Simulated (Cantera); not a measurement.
A closed system holds: 1 mol BCl₃, 1 mol O₂, 70 mol N₂, 9.5 mol H₂O, equilibrated at 627 °C and 0.133 bar.

These are equilibrium values from Cantera (NASA tables, ideal gas, pure condensed phases), not measurements of a reactor. Candidate condensed phases: B, BN, B₂O₃, B₃O₃H₃, H₂O, NH₄Cl; 49 gas species. Gases not in the tables: H₃BO₃. Kinetics and transport are ignored.

What is the equilibrium state?


```json
{
 "x(N₂)": "0.854",
 "x(H₂O)": "0.0972",
 "x(HCl)": "0.0358",
 "x(O₂)": "0.0120",
 "x((HBO₂)₃)": "0.000534",
 "x(Cl₂)": "0.000393",
 "x(Cl)": "4.01e-6",
 "x(NO)": "2.30e-6",
 "x(HBO₂)": "2.15e-6",
 "n(B₂O₃(l))": "0.434 mol",
 "gas_amount": "81.96 mol",
 "log10 activity of B(s) (absent)": "-28.10",
 "log10 activity of B₃O₃H₃(s) (absent)": "-51.88"
}
```
